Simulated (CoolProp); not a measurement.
Vapour-liquid equilibrium of hydrogen sulfide (1) + propane (2) at 250.5 K; x and y are mole fractions of (1).

Values from CoolProp's multi-fluid Helmholtz-energy mixture model, Lemmon 2006 and Lemmon 2009; pair parameters Kunz 2012.

| x | bubble pressure (bar) | y at the bubble point | dew pressure at overall composition x (bar) | liquid density (mol/L) |
|---|---|---|---|---|
| 0.05 | 2.803 | 0.232 | [?] | 12.89 |
| 0.125 | 3.493 | 0.415 | 2.502 | 13.32 |
| 0.2 | [?] | 0.516 | 2.706 | 13.83 |
| 0.275 | 4.389 | 0.581 | 2.942 | 14.42 |
| 0.35 | 4.673 | 0.627 | 3.217 | [?] |
| 0.425 | 4.883 | 0.663 | 3.540 | 15.89 |
| 0.5 | 5.040 | 0.692 | 3.918 | 16.78 |
| 0.575 | 5.156 | 0.718 | 4.351 | 17.79 |
| 0.65 | 5.241 | 0.743 | 4.809 | 18.92 |
| 0.725 | 5.299 | 0.770 | 5.184 | 20.18 |
| 0.8 | 5.324 | 0.803 | 5.324 | 21.57 |
| 0.875 | 5.298 | 0.849 | 5.262 | 23.08 |
| 0.95 | 5.171 | 0.922 | 5.107 | 24.69 |

**Question.** What belongs in the gaps?

**Answer.** 
- 0.05, dew pressure at overall composition x (bar): 2.326
- 0.2, bubble pressure (bar): 4.007
- 0.35, liquid density (mol/L): 15.10

y crosses x between x = 0.8 and 0.875: the model has an azeotrope there.

Pair parameters are fitted to limited data, so mixtures are less certain than the pure fluids.
